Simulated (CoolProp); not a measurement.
Vapour-liquid equilibrium of fluoroethane (R161) (1) + R134a (2) at 290.5 K; x and y are mole fractions of (1).

The numbers come from the multi-fluid Helmholtz-energy mixture model, Wu 2012 and Tillner-Roth 1994; pair parameters Bell 2016 in CoolProp.

**Question.** Give the bubble pressure and the first vapour's composition at x = 0.125, 0.5, 0.95. Is there an azeotrope?

**Answer.** x = 0.125: 545.2 kPa, y = 0.152; x = 0.5: 616.1 kPa, y = 0.572; x = 0.95: 731.3 kPa, y = 0.965. No azeotrope shows between x = 0.05 and 0.95.

The pair parameters rest on a limited set of measurements; away from them the model extrapolates.
